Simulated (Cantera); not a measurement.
An isothermal, constant-pressure homogeneous reactor starts with 59.5 % NH₃, 40.5 % H₂, at 2325 K and 0.118 atm.

Computed with Cantera and the gas-phase N/H chemistry of the illustrative SiF4/NH3 mechanism in the Surface Chemkin manual (1991). Walls and surfaces, which speed up NH3 decomposition in real reactors, are not modelled.

One state of this run: x NH₃ = 0.460; x H₂ = 0.495; x N = 7.30e-6; x N₂H₄ = 4.85e-8; x NH₂ = 0.00288; x H = 0.000982; x NH = 1.00e-4. x: mole fraction; the columns are a selection and need not sum to one.

**Question.** Which value of t (s) does it belong to?
A) 6.55e-5
B) 0.00311
C) 1.93
D) 1.81e-5

**Answer.** B, 0.00311
